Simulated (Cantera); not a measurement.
A Cantera script and what it prints.

```python
import numpy as np
import cantera as ct

gas_names = """
    B BH BH2 BH3 BN BO BO2 B2 B2O B2O2 B2O3 B3O3H3 H HBO HBO2 HNO HNO2 HNO3 HO2 H2 H2O H2O2 H3B3O6 N NH
    NH2 NH3 NH2OH NO NO2 NO3 N2 N2H2 N2H4 N2O O OH O2 O3
""".split()
cond_names = """
    B(b) B(L) BN(s) B2O3(L) B3O3H3(cr) H2O(s) H2O(L)
""".split()


# ... load() reads the species with a 1 bar reference pressure and builds the phases ...
atoms = {
    'borazine': {'B': 3, 'N': 3, 'H': 6},
    'O2': {'O': 2},
    'N2': {'N': 2},
}
top_T = {'BN(s)': 3200}  # K; cautious upper limits of use, not melting points


# ... equilibrate(T, P, feed) seeds the gas with the atoms and calls Mixture.equilibrate('TP', solver="vcs", rtol=1e-11, max_steps=5000) ...
results = []
feed = {'borazine': 1, 'O2': 9.8, 'N2': 0.33}  # mol
P = 133.322  # Pa
for T in [1323, 1423, 1523, 1623, 1723, 1823, 1923, 2023, 2123]:
    mix = equilibrate(T, P, feed)
    results.append((T, P, feed, dict(zip(mix.species_names, mix.species_moles))))
    x = sorted(zip(gas.X, gas.species_names), reverse=True)
    print(f"T = {T:g} K  P = {P:g} Pa  gas = {mix.phase_moles(0):.4g} mol")
    print("   x: " + "  ".join(f"{s} {v:.3e}" for v, s in x if v > 1e-06))
    print("   condensed (mol): " + ("  ".join(f"{mix.phase(i).name} {mix.phase_moles(i):.4g}"
          for i in range(1, mix.n_phases) if mix.phase_moles(i) > 1e-12) or "none"))
```

Result:

```
T = 1323 K  P = 133.322 Pa  gas = 11.19 mol
   x: O2 5.406e-01  H2O 2.409e-01  N2 1.634e-01  HBO2 5.427e-02  NO 3.351e-04  B2O3 2.607e-04  OH 1.403e-04  BO2 3.971e-05  H3B3O6 3.305e-05  O 5.357e-06  H2 1.163e-06
   condensed (mol): B2O3(L) 1.193
T = 1423 K  P = 133.322 Pa  gas = 11.74 mol
   x: O2 5.150e-01  H2O 1.858e-01  N2 1.556e-01  HBO2 1.392e-01  B2O3 3.078e-03  NO 5.726e-04  OH 3.446e-04  BO2 3.207e-04  O 2.646e-05  H3B3O6 1.663e-05  H2 4.533e-06
   condensed (mol): B2O3(L) 0.6451
T = 1523 K  P = 133.322 Pa  gas = 12.39 mol
   x: O2 4.874e-01  HBO2 2.141e-01  N2 1.473e-01  H2O 1.348e-01  B2O3 1.335e-02  BO2 1.399e-03  NO 9.003e-04  OH 7.145e-04  O 1.055e-04  H2 1.354e-05  H3B3O6 2.930e-06  H 2.329e-06
   condensed (mol): none
T = 1623 K  P = 133.322 Pa  gas = 12.4 mol
   x: O2 4.860e-01  HBO2 2.075e-01  N2 1.469e-01  H2O 1.374e-01  B2O3 1.580e-02  BO2 2.944e-03  OH 1.593e-03  NO 1.402e-03  O 3.631e-04  H2 4.676e-05  H 1.294e-05
   condensed (mol): none
T = 1723 K  P = 133.322 Pa  gas = 12.42 mol
   x: O2 4.836e-01  HBO2 2.000e-01  N2 1.464e-01  H2O 1.399e-01  B2O3 1.802e-02  BO2 5.632e-03  OH 3.233e-03  NO 2.068e-03  O 1.083e-03  H2 1.403e-04  H 5.915e-05  BO 2.991e-06
   condensed (mol): none
T = 1823 K  P = 133.322 Pa  gas = 12.45 mol
   x: O2 4.792e-01  HBO2 1.913e-01  N2 1.455e-01  H2O 1.418e-01  B2O3 1.985e-02  BO2 9.921e-03  OH 6.059e-03  NO 2.914e-03  O 2.860e-03  H2 3.733e-04  H 2.293e-04  BO 1.521e-05  HBO 1.425e-06
   condensed (mol): none
T = 1923 K  P = 133.322 Pa  gas = 12.52 mol
   x: O2 4.718e-01  HBO2 1.810e-01  N2 1.442e-01  H2O 1.425e-01  B2O3 2.115e-02  BO2 1.625e-02  OH 1.058e-02  O 6.808e-03  NO 3.940e-03  H2 8.954e-04  H 7.720e-04  BO 6.452e-05  HBO 4.783e-06
   condensed (mol): none
T = 2023 K  P = 133.322 Pa  gas = 12.64 mol
   x: O2 4.596e-01  HBO2 1.685e-01  N2 1.422e-01  H2O 1.412e-01  BO2 2.493e-02  B2O3 2.178e-02  OH 1.731e-02  O 1.479e-02  NO 5.124e-03  H 2.300e-03  H2 1.955e-03  BO 2.342e-04  HBO 1.402e-05  HO2 1.274e-06
   condensed (mol): none
T = 2123 K  P = 133.322 Pa  gas = 12.86 mol
   x: O2 4.404e-01  HBO2 1.533e-01  N2 1.391e-01  H2O 1.363e-01  BO2 3.594e-02  O 2.961e-02  OH 2.653e-02  B2O3 2.162e-02  NO 6.408e-03  H 6.135e-03  H2 3.898e-03  BO 7.429e-04  HBO 3.639e-05  HO2 1.765e-06
   condensed (mol): none
```

Method: chemical equilibrium by Gibbs-energy minimisation in Cantera with the NASA 1993 tables (ideal gas, pure condensed phases). The feed counts by its element totals alone. Gases not in the tables: H3BO3.
